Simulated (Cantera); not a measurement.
Feed: 1 mol Si, 0.052 mol O₂, 62 mol H₂, held at 1148.15 K and 20.0 Pa.

Equilibrium computed with Cantera from the NASA thermochemical tables; the gas is ideal and each condensed phase is pure. Candidate condensed phases: H₂O, Si, SiO₂; 18 gas species. Mutual solubility and eutectic melting of coexisting phases are not modelled. The tables hold silica as quartz up to 1696 K and as liquid above; real silica turns to tridymite and cristobalite and melts near 1996 K. Kinetics and transport are ignored.

Task: What is the equilibrium state?

Result: 
| Property | Result |
|---|---|
| x(H₂) | 0.999 |
| x(SiO) | 0.000562 |
| x(H) | 5.08e-6 |
| n(Si(s)) | 0.931 mol |
| n(SiO₂(β-quartz)) | 0.0346 mol |
| gas amount | 62.03 mol |
